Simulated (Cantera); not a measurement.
Charge: 1 mol SiHCl3, a varied amount of H2, held at 0.100 bar.

Method: chemical equilibrium by Gibbs-energy minimisation in Cantera with the NASA 1993 tables (ideal gas, pure condensed phases). Candidate condensed phases: Si; 19 gas species. The tables' values for SiCl3 are old estimates. The numbers say what is thermodynamically allowed, not how fast it happens.

Problem. What condenses at these points (T in °C, n(H2) in mol): (1200, 1100); (1900, 630); (1500, 370); (1500, 41); (1200, 120)?

Solution. 
```csv
T (°C),n(H2) in mol,condensed phases,Si condensed (%)
1200,1100,Si,97.3
1900,630,gas only,0.0
1500,370,Si,90.7
1500,41,Si,60.4
1200,120,Si,81.3
```
